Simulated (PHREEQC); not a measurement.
Alkaline etch or developer (model solution)

Make-up at 20 °C: 19 mmol/kgw NaOH and 0.00045 mmol/kgw H4SiO4. Closed to the air; pH follows from the charge balance.

Computed with PHREEQC (Pitzer model, pitzer.dat).

Precipitation was switched off in this run.

Question: Estimate the pH, osmotic coefficient, specific conductance.

Answer: pH 12.38; osmotic coefficient 0.959; specific conductance 3810 µS/cm.

Question: In which forms is Si present?

Answer: H3SiO4- 84 %, H2SiO4-2 16 % of the Si.
